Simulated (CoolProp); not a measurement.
Saturation properties of dimethyl carbonate.

The numbers come from the reference Helmholtz-energy equation of state, Zhou 2011 in CoolProp.

```tsv
T (°C)	p (bar)	enthalpy of vaporisation (kJ/kg)	liquid cp (kJ/(kg K))
12.35	0.03666	427.7	1.818
33.35	0.1100	413.7	1.844
54.45	0.2799	399.8	___
75.55	0.6226	385.6	1.924
96.55	___	371.1	1.975
117.65	___	355.7	2.032
138.75	3.860	339.3	2.096
159.75	6.186	321.4	2.167
180.85	___	301.3	2.251
201.95	13.93	278.4	2.361
```

### Question
Some entries are withheld; supply them.

### Answer

- 54.45, liquid cp (kJ/(kg K)): 1.880
- 96.55, p (bar): 1.239
- 117.65, p (bar): 2.266
- 180.85, p (bar): 9.470

It boils at 90.1 °C under 1 atm.
